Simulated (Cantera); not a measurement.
## Stirred combustor or abatement burner

A perfectly stirred reactor is fed with 14.7 % H2, 7.91 % O2, 64.9 % N2, 12.5 % H2O, at 990000 Pa; it is adiabatic with a 798 K inlet, and is followed from long to short residence time, starting on the burning branch (τ in s: 0.3, 0.14, 0.066, 0.031, 0.015, 0.0069, 0.0032, 0.0015, 0.00072, 0.00034, 0.00016, 7.5e-05).

Cantera simulation using GRI-Mech 3.0 (53 species, 325 reactions); the numbers are that mechanism's predictions, not measurements. The hydrogen kinetics of GRI-Mech 3.0 are dated; newer H2 mechanisms differ, most at raised pressure.

| τ (s) | T (K) | x H2 | x O2 | x H2O | x HO2 | x O | x OH | x NO2 |
|---|---|---|---|---|---|---|---|---|
| 0.30 | 1845 | 0.000155 | 0.00599 | 0.293 | 4.15e-7 | 5.85e-6 | 0.000404 | 4.14e-8 |
| 0.14 | 1845 | 0.000207 | 0.00601 | 0.293 | 5.29e-7 | 7.05e-6 | 0.000442 | 2.89e-8 |
| 0.066 | 1844 | 0.000296 | 0.00605 | 0.293 | 7.41e-7 | 9.11e-6 | 0.000500 | 2.36e-8 |
| 0.031 | 1843 | 0.000447 | 0.00610 | 0.293 | 1.13e-6 | 1.25e-5 | 0.000581 | 2.17e-8 |
| 0.015 | 1841 | 0.000677 | 0.00619 | 0.293 | 1.77e-6 | 1.75e-5 | 0.000682 | 2.11e-8 |
| 0.0069 | 1837 | 0.00106 | 0.00635 | 0.292 | 2.94e-6 | 2.58e-5 | 0.000817 | 2.00e-8 |
| 0.0032 | 1833 | 0.00165 | 0.00660 | 0.291 | 4.90e-6 | 3.85e-5 | 0.000978 | 1.78e-8 |
| 0.0015 | 1826 | 0.00252 | 0.00699 | 0.290 | 8.04e-6 | 5.76e-5 | 0.00117 | 1.49e-8 |
| 0.00072 | 1816 | 0.00373 | 0.00754 | 0.288 | 1.28e-5 | 8.60e-5 | 0.00138 | 1.21e-8 |
| 0.00034 | 1802 | 0.00544 | 0.00835 | 0.286 | 2.01e-5 | 0.000131 | 0.00163 | 1.00e-8 |
| 0.00016 | 1783 | 0.00779 | 0.00948 | 0.283 | 3.09e-5 | 0.000200 | 0.00191 | 8.69e-9 |
| 7.5e-5 | 1756 | 0.0110 | 0.0110 | 0.279 | 4.65e-5 | 0.000306 | 0.00221 | 7.95e-9 |
x: mole fraction; the columns are a selection and need not sum to one.
